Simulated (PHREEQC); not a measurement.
PHREEQC input (ion-association model, phreeqc.dat):

```
SOLUTION_SPECIES
  CO3-2 + 10 H+ + 8 e- = CH4 + 3 H2O  # shut off: no methane
    -log_k -100
    -delta_h 0
    -analytic -100
SOLUTION 1
  temp 25
  units mol/kgw
  pH 7 charge
  C(4) 0.028
  Na 0.056
  K 0.3
END
SELECTED_OUTPUT 1
  -reset false
  -pH true
  -pe true
  -ionic_strength true
  -water true
  -totals C K Na C(-4) C(4) Hdg
  -molalities H+ Na+ K+ CO3-2 OH- HCO3- CO2 (CO2)2 NaOH NaCO3-
    NaHCO3
USER_PUNCH 1
  -headings p_Hdg(g) phi_Hdg(g) p_H2O(g) phi_H2O(g) density
  10 PUNCH PR_P("Hdg(g)"), PR_PHI("Hdg(g)"), PR_P("H2O(g)"), PR_PHI("H2O(g)"), RHO
PRINT
  -reset false
USE solution 1
REACTION_TEMPERATURE 1
  10
GAS_PHASE 1
  -fixed_pressure
  -pressure 5
  -temperature 10
  -volume 20
  Hdg(g) 5
  H2O(g) 0
END
# ... the last block is repeated for the other 8 points of T (°C)
```

Selected output (columns that matter, 9 of 9 rows; T (°C) added in front):

```
T (°C)	pH	mu	C	K	Na	Hdg	m_H+	m_Na+	m_K+	p_Hdg(g)	phi_Hdg(g)	p_H2O(g)	phi_H2O(g)	density
10	13.832	0.37834	0.028005	0.30006	0.056011	0.0040136	1.8921e-14	0.053145	0.30006	4.9875	1.0013	0.012466	0.9772	1.0183
20	13.463	0.3753	0.02801	0.30011	0.05602	0.0037137	4.4351e-14	0.051606	0.30011	4.9765	1.0013	0.023545	0.97882	1.0164
30	13.13	0.37152	0.028017	0.30019	0.056035	0.0035057	9.5859e-14	0.049683	0.30019	4.9575	1.0013	0.042476	0.98011	1.0135
40	12.828	0.36723	0.028029	0.30031	0.056059	0.0033635	1.9281e-13	0.047482	0.30031	4.9265	1.0014	0.073517	0.98106	1.0099
50	12.554	0.36275	0.028048	0.30051	0.056096	0.0032679	3.6371e-13	0.045154	0.30051	4.8774	1.0014	0.12256	0.98163	1.0055
60	12.305	0.35841	0.028076	0.30081	0.056152	0.0032028	6.4777e-13	0.042856	0.30081	4.8025	1.0014	0.19749	0.98178	1.0006
70	12.079	0.35453	0.028118	0.30126	0.056236	0.0031532	1.0953e-12	0.040713	0.30126	4.6915	1.0015	0.30852	0.98147	0.99515
80	11.873	0.35131	0.028181	0.30194	0.056362	0.0031031	1.7666e-12	0.038808	0.30194	4.5314	1.0017	0.46856	0.98065	0.98919
90	11.687	0.34897	0.028275	0.30294	0.056549	0.0030341	2.7286e-12	0.037189	0.30294	4.3066	1.0021	0.69344	0.97933	0.98278
```

Constants without temperature data keep their 25 °C values here.
